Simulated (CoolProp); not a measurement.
n-perfluorohexane along the isobar 2990 kPa: density (kg/m³) from the reference equation and from simpler models built on Tc = 448.0 K, pc = 1742 kPa, ω = 0.497; each cubic takes its own stable root.

Model: reference Helmholtz-energy equation of state, Gao 2022, in CoolProp.

```json
[
 {"T (K)": "299.6", "phase": "liquid", "reference": "1685"},
 {"T (K)": "308.5", "phase": "liquid", "reference": "1660"},
 {"T (K)": "317.4", "phase": "liquid", "reference": "1635"},
 {"T (K)": "326.3", "phase": "liquid", "reference": "1609"},
 {"T (K)": "335.2", "phase": "liquid", "reference": "1582"},
 {"T (K)": "344.1", "phase": "liquid", "reference": "1555"},
 {"T (K)": "353", "phase": "liquid", "reference": "1526"},
 {"T (K)": "361.9", "phase": "liquid", "reference": "1497"}
]
```

### Question
How far does each simpler model (van der Waals, Redlich-Kwong, Peng-Robinson) lie from the reference over these 8 states: mean and median of the absolute difference, and the worst?

### Answer
- van der Waals: mean 41.9 %, median 41.9 %, worst -42.5 % at 299.6 K and 2990 kPa
- Redlich-Kwong: mean 18.1 %, median 18.1 %, worst -18.8 % at 361.9 K and 2990 kPa
- Peng-Robinson: mean 1.6 %, median 1.5 %, worst -2.1 % at 361.9 K and 2990 kPa
